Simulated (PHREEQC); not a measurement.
Make-up at 25 °C: 0.096 mol/kgw ZnSO4, 0.062 mol/kgw H3AsO4 and 0.019 mol/kgw NaH2PO4. Closed to the air; pH follows from the charge balance.

All values are PHREEQC results (ion-association model, wateq4f.dat), not measurements.

```
quantity                      before   after
----------------------------  ------  ------
pH                              2.09    2.06
Zn+2 (mol/kgw)                0.0530  0.0297
ZnSO4 (mol/kgw)               0.0341  0.0158
SO4-2 (mol/kgw)               0.0331  0.0194
H3AsO4 (mol/kgw)              0.0330  0.0348
SI of Goslarite (ZnSO4:7H2O)   -1.87   -2.21
SI of Zincite(c) (ZnO)         -8.74   -8.99
```

Problem. Which change was made?
A. NaH2PO4 replaced by Na2HAsO4 at the same molality
B. NaH2PO4 from 0.019 to 0.19 mol/kgw
C. ZnSO4 from 0.096 to 0.048 mol/kgw
D. NaH2PO4 from 0.019 to 0.0038 mol/kgw
E. H3AsO4 from 0.062 to 0.031 mol/kgw

Solution. C, ZnSO4 from 0.096 to 0.048 mol/kgw

This is a speciation only: nothing precipitates in the calculation. H3PO4, which wateq4f.dat lacks, is added to it with the constant of phreeqc.dat. The database has no phosphate complexes of Zn. The database has no arsenate complexes of Zn.
